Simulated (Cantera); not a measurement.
Feed: 1 mol SiHCl₃, 0.052 mol Cl₂, 730 mol H₂, at 0.00200 bar.

Equilibrium computed with Cantera from the NASA thermochemical tables; the gas is ideal and each condensed phase is pure. Candidate condensed phases: Si; 19 gas species. Equilibrium is a limit: real reactors are often held back by kinetics, nucleation or transport. All values below are at 800 K.

Base state: H₂ 0.998, HCl 0.00175, SiCl₄ 0.000443, SiHCl₃ 0.000228 (mole fractions); condensed: Si(s).

### Question
What changes in the equilibrium state with this change: SiHCl₃ replaced by SiH₂Cl₂?

### Answer
| species | before | after |
|---|---|---|
| H₂ | 0.998 | 0.998 |
| HCl | 0.00175 | 0.00149 |
| SiCl₄ | 0.000443 | 0.000234 |
| SiHCl₃ | 0.000228 | 0.000141 |
| Si(s), mol | 0.497 | 0.717 |
